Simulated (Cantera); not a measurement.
What does this Cantera script print?

```python
import numpy as np
import cantera as ct

gas_names = """
    CL CL2 H HCL H2 Si SiCL SiCL2 SiCL3 SiCL4 SiH SiHCL3 SiH2 SiH2CL2 SiH3 SiH3CL SiH4 Si2 Si3
""".split()
cond_names = """
    Si(cr) Si(L)
""".split()


# ... load() reads the species with a 1 bar reference pressure and builds the phases ...
atoms = {
    'SiH2Cl2': {'Si': 1, 'H': 2, 'CL': 2},
    'H2': {'H': 2},
    'Cl2': {'CL': 2},
}
top_T = {}  # K; cautious upper limits of use, not melting points


# ... equilibrate(T, P, feed) seeds the gas with the atoms and calls Mixture.equilibrate('TP', solver="vcs", rtol=1e-11, max_steps=5000) ...
results = []
feed = {'SiH2Cl2': 1, 'H2': 770, 'Cl2': 0.29}  # mol
T = 1123.15  # K
P = 66000  # Pa
mix = equilibrate(T, P, feed)
results.append((T, P, feed, dict(zip(mix.species_names, mix.species_moles))))
print(gas.report(threshold=1e-05))
for i in range(1, mix.n_phases):
    print(f"{mix.phase(i).name:16s} {mix.phase_moles(i):12.5e} mol")
```

Result:

```
       temperature   1123.2 K
          pressure   66000 Pa
           density   0.015083 kg/m^3
  mean mol. weight   2.134 kg/kmol
   phase of matter   gas

                          1 kg             1 kmol
                     ---------------   ---------------
          enthalpy        1.1303e+07         2.412e+07  J
   internal energy        6.9268e+06        1.4782e+07  J
           entropy             81353        1.7361e+05  J/K
    Gibbs function       -8.0069e+07       -1.7087e+08  J
 heat capacity c_p             14410             30752  J/K
 heat capacity c_v             10514             22438  J/K

                      mass frac. Y      mole frac. X     chem. pot. / RT
                     ---------------   ---------------   ---------------
               HCL          0.052802         0.0030907            -40.66
                H2           0.94167           0.99681           -18.221
             SiCL2        0.00093912        2.0247e-05           -67.009
            SiHCL3         0.0024363        3.8387e-05           -107.67
           SiH2CL2         0.0012321        2.6033e-05            -85.23
     [  +14 minor]         0.0009165        1.5433e-05

Si(cr)            9.22740e-01 mol
```

Equilibrium computed with Cantera from the NASA thermochemical tables; the gas is ideal and each condensed phase is pure.
